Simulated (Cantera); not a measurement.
A Cantera script and what it prints.

```python
import numpy as np
import cantera as ct

gas_names = """
    H HI HO2 H2 H2O H2O2 I I2 O OH O2 O3
""".split()
cond_names = """
    H2O(s) H2O(L) I2(cr) I2(L)
""".split()


# ... load() reads the species with a 1 bar reference pressure and builds the phases ...
atoms = {
    'HI': {'H': 1, 'I': 1},
    'H2': {'H': 2},
    'O2': {'O': 2},
}
top_T = {}  # K; cautious upper limits of use, not melting points


# ... equilibrate(T, P, feed) seeds the gas with the atoms and calls Mixture.equilibrate('TP', solver="vcs", rtol=1e-11, max_steps=5000) ...
results = []
T = 625  # K
P = 25000  # Pa
for m in [0.18, 0.22, 0.26, 0.32, 0.38, 0.45, 0.54, 0.65, 0.77, 0.93, 1.1, 1.3]:
    feed = {'HI': 1, 'H2': m, 'O2': 0.11}  # mol
    mix = equilibrate(T, P, feed)
    results.append((T, P, feed, dict(zip(mix.species_names, mix.species_moles))))

top = {s: max(r[3][s] / sum(r[3][g] for g in gas_names) for r in results) for s in gas_names}
cols = sorted((s for s in top if top[s] > 0.001), key=lambda s: -top[s])[:6]
seen = [c for c in cond_names if any(r[3].get(c, 0) > 1e-12 for r in results)]
print("log10 of partial pressures in bar; condensed amounts in mol")
print(f"{'n(H2)':>10s}" + "".join(f"{s[:9]:>10s}" for s in cols + seen))
for T, P, feed, n in results:
    ng = sum(n[g] for g in gas_names)
    print(f"{feed['H2']:10.4g}" + "".join(f"{np.log10(max(n[s] / ng * P / 1e5, 1e-99)):10.3f}" for s in cols)
          + "".join(f"{n.get(c, 0):10.4g}" for c in seen))
```

It prints:

```
log10 of partial pressures in bar; condensed amounts in mol
     n(H2)        HI        H2       H2O        I2
      0.18    -0.785    -1.812    -1.332    -1.622
      0.22    -0.780    -1.711    -1.346    -1.712
      0.26    -0.778    -1.622    -1.360    -1.798
      0.32    -0.782    -1.509    -1.380    -1.919
      0.38    -0.790    -1.416    -1.400    -2.027
      0.45    -0.802    -1.329    -1.421    -2.138
      0.54    -0.820    -1.241    -1.447    -2.262
      0.65    -0.844    -1.160    -1.477    -2.391
      0.77    -0.870    -1.093    -1.508    -2.510
      0.93    -0.903    -1.026    -1.545    -2.644
       1.1    -0.937    -0.973    -1.582    -2.765
       1.3    -0.974    -0.926    -1.621    -2.887
```

Method: chemical equilibrium by Gibbs-energy minimisation in Cantera with the NASA 1993 tables (ideal gas, pure condensed phases).
